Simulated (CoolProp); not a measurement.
Model: reference Helmholtz-energy equation of state, Thol 2015, in CoolProp.

Question: Give the vapour pressure (kPa), vapour Z, surface tension (mN/m) of saturated octamethylcyclotetrasiloxane (D4) at 62.65 °C.

Answer: 
```json
[
 {"T (°C)": "62.65", "p (kPa)": "1.49", "vapour Z": "0.997", "surface tension (mN/m)": "15.2"}
]
```

Surface tension comes from a separate correlation (Mulero 2014), older than this fluid's equation and unchecked against measurements.
